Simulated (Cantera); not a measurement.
A perfectly stirred reactor is fed with 7.87 % CH4, 0.307 % C2H6, 2.28 % C3H8, 18.8 % O2, 70.7 % N2, equivalence ratio 1.5, at 3.30 bar; it is adiabatic with a 725 K inlet, and is followed from long to short residence time, starting on the burning branch (τ in s: 0.36, 0.15, 0.067, 0.029, 0.012, 0.0053, 0.0023, 0.00099, 0.00042, 0.00018, 7.9e-05, 3.4e-05).

Detailed kinetics in Cantera: GRI-Mech 3.0 (53 species, 325 reactions). GRI-Mech 3.0 was tuned for natural gas; its chemistry of propane as a main component is partial and can be far from experiment.

Question: Predict: blow-out, bracketed by the residence times tried; x(CH4) at τ = 0.360 s; x(C2H6) at τ = 0.360 s; x(C3H8) at τ = 0.360 s; x(CH2) at τ = 0.360 s; x(CO) at τ = 0.360 s; x(CH4) at τ = 2.30 ms; x(C2H6) at τ = 2.30 ms; x(C3H8) at τ = 2.30 ms; x(CH2) at τ = 2.30 ms; x(CO) at τ = 2.30 ms.

Answer: 
| Item | Result |
|---|---|
| blow-out, bracketed by the residence times tried | burning at 79.0 µs, out at 34.0 µs |
| x(CH4) at τ = 0.360 s | 1.44e-5 |
| x(C2H6) at τ = 0.360 s | 2.25e-9 |
| x(C3H8) at τ = 0.360 s | 1.31e-8 |
| x(CH2) at τ = 0.360 s | 8.65e-8 |
| x(CO) at τ = 0.360 s | 0.0969 |
| x(CH4) at τ = 2.30 ms | 0.000484 |
| x(C2H6) at τ = 2.30 ms | 4.25e-7 |
| x(C3H8) at τ = 2.30 ms | 1.52e-6 |
| x(CH2) at τ = 2.30 ms | 8.21e-6 |
| x(CO) at τ = 2.30 ms | 0.0954 |
